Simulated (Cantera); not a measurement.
Feed: 1 mol H₂O, 1.1 mol H₂, at 0.133 bar.

Method: chemical equilibrium by Gibbs-energy minimisation in Cantera with the NASA 1993 tables (ideal gas, pure condensed phases). Candidate condensed phases: H₂O; 9 gas species. Rates play no part.

Q: At 2902 °C, list the 4 most abundant gas species with their mole fractions, and the condensed phases.

A: H 0.390, H₂ 0.295, H₂O 0.159, OH 0.0793. Condensed: gas only.
